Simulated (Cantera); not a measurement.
Feed: 1 mol CS₂, 0.77 mol SO₂, 0.22 mol O₂, 0.74 mol H₂O, held at 2552 °C and 22000 Pa.

Cantera equilibrium calculation (NASA polynomials, part measured and part estimated; ideal gas, pure solids and liquids). Candidate condensed phases: C, C₆H₆, C₇H₈, C₈H₁₈, H₂O, H₂SO₄, S; 123 gas species. The numbers say what is thermodynamically allowed, not how fast it happens.

Base state: CO 0.231, SO 0.198, S₂ 0.131, S 0.113, H₂ 0.0907, SO₂ 0.0767, H 0.0573, H₂O 0.0433 (mole fractions); condensed: gas only.

Question: What changes in the equilibrium state with this change: SO₂ from 0.77 to 0.094 mol?

Answer: 
```csv
species,before,after
CO,0.231,0.301
S₂,0.131,0.191
H₂,0.0907,0.145
SO,0.198,0.0682
SO₂,0.0767,0.00751
CO₂,0.0157,0.00582
H₂O,0.0433,0.0197
SH,0.0283,0.0432
H,0.0573,0.0725
S,0.113,0.137
O₂,0.000594,4.81e-5
CS,3.95e-6,2.19e-5
```

Question: What changes in the equilibrium state with this change: temperature from 2552 °C to 1002 °C?

Answer: 
| species | before | after |
|---|---|---|
| S₂ | 0.131 | 0.384 |
| CO₂ | 0.0157 | 0.276 |
| H₂O | 0.0433 | 0.167 |
| SO | 0.198 | 0.000406 |
| H | 0.0573 | 1.90e-7 |
| S | 0.113 | 2.50e-6 |
| SH | 0.0283 | 0.000424 |
| H₂S | 0.00186 | 0.0556 |
| H₂ | 0.0907 | 0.0146 |
| CO | 0.231 | 0.0402 |
| SO₂ | 0.0767 | 0.0524 |
| O | 0.00311 | <1e-9 |
| O₂ | 0.000594 | <1e-9 |
| OH | 0.00786 | 2.53e-8 |
| CS₂ | 5.68e-7 | 2.07e-5 |
Gases not in the tables: S₃ to S₇.
